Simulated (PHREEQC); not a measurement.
0.026 g of hydrous ferric oxide (600 m²/g; 0.2 weak and 0.005 strong sites per Fe, Dzombak-Morel constants, diffuse double layer) in 1 kg of water with 0.01 mol/kgw of an inert sodium salt and 0.00076 mmol/kgw SrCl2, at 25 °C; the pH is set by adding NaOH or the inert anion's acid. O2 is buffered at 0.21 atm. The system is closed to CO2. No solid was allowed to form.

Base run: PHREEQC, ion-association model, wateq4f.dat. Each further column changes one thing. The table gives surface charge σ (C/m²).

| pH | base | background salt from 0.01 to 0.001 mol/kgw | oxide from 0.026 to 0.13 g/kgw | 0.00018 mol/kgw NiCl2 added |
|---|---|---|---|---|
| 4 | 0.216 | [?] | 0.216 | 0.218 |
| 5 | 0.113 | 0.050 | 0.113 | 0.115 |
| 5.5 | 0.077 | 0.031 | 0.077 | 0.079 |
| 6.5 | 0.030 | 0.011 | 0.030 | 0.034 |
| 7 | 0.017 | [?] | 0.017 | 0.025 |
| 8 | 0.001 | [?] | 0.001 | 0.022 |
| 9 | -0.012 | [?] | -0.013 | 0.021 |
| 9.5 | -0.023 | -0.008 | -0.024 | 0.018 |
| 10.5 | -0.062 | -0.027 | -0.064 | 0.003 |
| 11 | -0.096 | -0.052 | -0.099 | -0.005 |
| 12 | -0.222 | -0.194 | [?] | -0.057 |

Fill in the missing entries.


- 4, background salt from 0.01 to 0.001 mol/kgw: 0.117
- 7, background salt from 0.01 to 0.001 mol/kgw: 0.006
- 8, background salt from 0.01 to 0.001 mol/kgw: 0.000
- 9, background salt from 0.01 to 0.001 mol/kgw: -0.004
- 12, oxide from 0.026 to 0.13 g/kgw: -0.227

 In at least one series the solution becomes supersaturated in solids that the run did not let form, among them Ni(OH)2.
